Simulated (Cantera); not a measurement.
An adiabatic, constant-pressure homogeneous reactor starts with CO : H2 : O2 : N2 = 1 : 0.19 : 0.238 : 0.895 (molar parts), at 1175 K and 0.560 bar.

Model: GRI-Mech 3.0 (53 species, 325 reactions), integrated in Cantera.

### Question
Predict: time of steepest temperature rise; temperature at 2.00 s; equilibrium temperature; x(CO) at 2.00 s; x(H2) at 2.00 s; x(O2) at 2.00 s; x(HO2) at 2.00 s; x(H2O2) at 2.00 s; x(CO2) at 2.00 s.

### Answer
| Item | Value |
|---|---|
| time of steepest temperature rise | 0.156 ms |
| temperature at 2.00 s | 2587 K |
| equilibrium temperature | 2587 K |
| x(CO) at 2.00 s | 0.323 (gas-phase equilibrium 0.323) |
| x(H2) at 2.00 s | 0.0209 (gas-phase equilibrium 0.0209) |
| x(O2) at 2.00 s | 0.00133 (gas-phase equilibrium 0.00133) |
| x(HO2) at 2.00 s | 2.75e-7 (gas-phase equilibrium 2.75e-7) |
| x(H2O2) at 2.00 s | 1.46e-8 (gas-phase equilibrium 1.46e-8) |
| x(CO2) at 2.00 s | 0.153 (gas-phase equilibrium 0.153) |
